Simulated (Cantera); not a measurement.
## Fe₃O₄ + C + CO (carbothermic reduction)

A closed system holds: 1 mol Fe₃O₄, a varied amount of C, 0.33 mol CO, at 1702 °C and 1000 Pa.

Equilibrium computed with Cantera from the NASA thermochemical tables; the gas is ideal and each condensed phase is pure. Candidate condensed phases: C, Fe, Fe(CO)₅, FeO, Fe₂O₃, Fe₃O₄; 15 gas species. Each liquid is taken as pure. Iron dissolves carbon and melts from about 1420 K in contact with it, which pure phases cannot show. Mutual solubility and eutectic melting of coexisting phases are not modelled. The tables' stoichiometric FeO is somewhat more stable than real wüstite, so its field is too wide. FeO: taken at fixed stoichiometry. Condensed phases not in the tables: cementite and carbon dissolved in iron. The numbers say what is thermodynamically allowed, not how fast it happens.

| n(C) (mol) | log p CO | log p CO₂ | log p Fe | log p FeO | n FeO(l) | n Fe(l) | n C(graphite) |
|---|---|---|---|---|---|---|---|
| 0.83 | -2.08 | -2.80 | -3.83 | -5.62 | 2.98 | 0 | 0 |
| 0.98 | -2.06 | -3.04 | -3.56 | -5.62 | 2.90 | 0.0666 | 0 |
| 1.2 | -2.06 | -3.04 | -3.56 | -5.62 | 2.66 | 0.301 | 0 |
| 1.4 | -2.06 | -3.04 | -3.56 | -5.62 | 2.44 | 0.514 | 0 |
| 1.6 | -2.06 | -3.04 | -3.56 | -5.62 | 2.22 | 0.728 | 0 |
| 1.9 | -2.06 | -3.04 | -3.56 | -5.62 | 1.89 | 1.05 | 0 |
| 2.2 | -2.06 | -3.04 | -3.56 | -5.62 | 1.56 | 1.37 | 0 |
| 2.6 | -2.06 | -3.04 | -3.56 | -5.62 | 1.12 | 1.79 | 0 |
| 3.1 | -2.06 | -3.04 | -3.56 | -5.62 | 0.576 | 2.33 | 0 |
| 3.6 | -2.06 | -3.04 | -3.56 | -5.62 | 0.0283 | 2.86 | 0 |
| 4.3 | -2.01 | -8.56 | -3.56 | -11.19 | 0 | 2.88 | 0.300 |
log p: log10 of the partial pressure in bar; n: condensed amount in mol.

At 0.83 mol C the condensed part is FeO(l). From 0.98 mol C to 3.6 mol C the condensed part is Fe(l) + FeO(l). At 4.3 mol C the condensed part is C(graphite) + Fe(l). The main Fe-bearing gas is Fe throughout. The share of Fe in condensed phases is highest at 0.83 mol C (99.4 %) and lowest at 4.3 mol C (95.9 %).
